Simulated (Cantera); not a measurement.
Cantera run, input and output.

```python
import numpy as np
import cantera as ct

gas = ct.Solution("SiF4_NH3_mec.yaml", "gas")
gas.TPX = 1950, 1300, {'NH3': 1, 'N2': 12}
reactor = ct.IdealGasConstPressureReactor(gas, energy="off", clone=False)
net = ct.ReactorNet([reactor])
net.rtol, net.atol = 1e-08, 1e-18
show = ['NH3', 'H', 'H2', 'NH', 'NH2', 'N2', 'N2H4']
times = np.geomspace(9e-05, 3, 9)

steps = ct.SolutionArray(gas, extra=["t"])
rows = []
print(f"{'t/s':>10s}{'T/K':>9s}{'P/Pa':>11s}" + "".join(f"{s:>11s}" for s in show))
for t in times:
    while net.time < t:
        t_next = net.step()
        steps.append(gas.state, t=t_next)
    rows.append([np.interp(t, steps.t, y) for y in (steps.T, steps.P, *steps(*show).X.T)])
    print(f"{t:10.3e}{rows[-1][0]:9.1f}{rows[-1][1]:11.4g}" + "".join(f"{x:11.3e}" for x in rows[-1][2:]))
rate = np.gradient(steps.T, steps.t)
print("integrator steps:", len(steps.t))
if steps.T.max() > steps.T[0] + 200:
    print(f"time of steepest temperature rise: {steps.t[rate.argmax()]:.4e} s")
gas.TPX = 1950, 1300, {'NH3': 1, 'N2': 12}
gas.equilibrate("TP")
print(f"equilibrium (TP): T = {gas.T:.1f} K  " + "  ".join(f"{s} {gas[s].X[0]:.3e}" for s in show))
```

It prints:

```
       t/s      T/K       P/Pa        NH3          H         H2         NH        NH2         N2       N2H4
 9.000e-05   1950.0       1300  7.692e-02  2.469e-07  2.984e-07  1.610e-11  8.438e-07  9.231e-01  5.130e-15
 3.308e-04   1950.0       1300  7.692e-02  2.918e-07  1.713e-06  3.959e-10  3.717e-06  9.231e-01  1.190e-13
 1.216e-03   1950.0       1300  7.691e-02  2.930e-07  7.086e-06  7.417e-09  1.443e-05  9.231e-01  1.875e-12
 4.470e-03   1950.0       1300  7.687e-02  3.126e-07  2.739e-05  1.403e-07  5.356e-05  9.231e-01  2.612e-11
 1.643e-02   1950.0       1300  7.669e-02  7.050e-07  1.397e-04  1.356e-06  1.943e-04  9.230e-01  3.445e-10
 6.040e-02   1950.0       1300  7.501e-02  8.098e-06  2.168e-03  6.846e-06  5.123e-04  9.223e-01  2.397e-09
 2.220e-01   1950.0       1300  6.569e-02  3.244e-05  1.528e-02  1.077e-05  3.660e-04  9.186e-01  1.224e-09
 8.161e-01   1950.0       1300  4.467e-02  7.773e-05  4.467e-02  9.801e-06  2.167e-04  9.104e-01  4.289e-10
 3.000e+00   1950.0       1300  1.532e-02  1.745e-04  8.562e-02  5.983e-06  8.851e-05  8.988e-01  7.155e-11
integrator steps: 852
equilibrium (TP): T = 1950.0 K  NH3 9.143e-09  H 3.284e-03  H2 1.053e-01  NH 9.251e-10  NH2 8.144e-10  N2 8.914e-01  N2H4 6.062e-21
```

Computed with Cantera and the gas-phase N/H chemistry of the illustrative SiF4/NH3 mechanism in the Surface Chemkin manual (1991). Walls and surfaces, which speed up NH3 decomposition in real reactors, are not modelled.
